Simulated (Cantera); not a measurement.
Stirred combustor or abatement burner

A perfectly stirred reactor is fed with 8.70 % CH₄, 1.74 % H₂, 18.8 % O₂, 70.8 % N₂, at 101000 Pa; it is adiabatic with a 325 K inlet, and is followed from long to short residence time, starting on the burning branch (τ in s: 0.14, 0.059, 0.024, 0.0098, 0.004, 0.0016, 0.00067, 0.00027, 0.00011, 4.6e-05, 1.9e-05).

Detailed kinetics in Cantera: GRI-Mech 3.0 (53 species, 325 reactions).

```tsv
τ (s)	T (K)	x CH₄	x H₂	x O₂	x OH	x H₂O₂	x C₂H
0.14	2218	2.56e-6	0.00326	0.00902	0.00375	6.89e-8	1.73e-12
0.059	2206	5.27e-6	0.00374	0.00984	0.00412	7.57e-8	6.48e-12
0.024	2183	1.04e-5	0.00461	0.0111	0.00472	8.85e-8	2.04e-11
0.0098	2148	1.97e-5	0.00596	0.0129	0.00555	1.11e-7	5.23e-11
0.0040	2099	3.71e-5	0.00777	0.0153	0.00649	1.46e-7	1.19e-10
0.0016	2037	7.28e-5	0.00998	0.0181	0.00739	2.00e-7	2.71e-10
0.00067	1967	0.000146	0.0122	0.0212	0.00797	2.76e-7	6.28e-10
0.00027	1886	0.000335	0.0145	0.0253	0.00805	3.92e-7	1.72e-9
0.00011	1792	0.000924	0.0166	0.0320	0.00711	5.59e-7	5.88e-9
4.6e-5	325	0.0870	0.0174	0.188	<1e-12	<1e-12	<1e-12
1.9e-5	325	0.0870	0.0174	0.188	<1e-12	<1e-12	<1e-12
```
x: mole fraction; the columns are a selection and need not sum to one.
